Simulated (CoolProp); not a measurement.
Model: reference Helmholtz-energy equation of state, Lemmon 2005, in CoolProp.

Problem. For R125, give the phase and the Z, cp (kJ/(kg K)), conductivity (mW/(m K)) at 67.95 °C and 2.63 MPa.

Solution. 
- 67.95 °C and 2.63 MPa: gas; Z 0.688, cp 1.25, conductivity 20.5

Thermal conductivity comes from a separate model (Perkins 2006).
